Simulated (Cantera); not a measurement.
Input: 1 mol PbO, 3.7 mol H2, equilibrated at 4.60 mbar.

Equilibrium computed with Cantera from the NASA thermochemical tables; the gas is ideal and each condensed phase is pure. Candidate condensed phases: H2O, Pb, PbO, PbO2, Pb3O4; 12 gas species. The numbers say what is thermodynamically allowed, not how fast it happens.

### Question
Which condensed phases are stable at each of these points (T (K)): 525, 575, 625, 675, 725, 775, 825, 875?

### Answer
```
T (K)  condensed phases  Pb condensed (%)
-----  ----------------  ----------------
525               Pb(s)             100.0
575               Pb(s)             100.0
625               Pb(l)             100.0
675               Pb(l)             100.0
725               Pb(l)             100.0
775               Pb(l)             100.0
825               Pb(l)             100.0
875               Pb(l)              99.9
```

From 525 K to 575 K the condensed part is Pb(s). From 625 K to 875 K the condensed part is Pb(l).
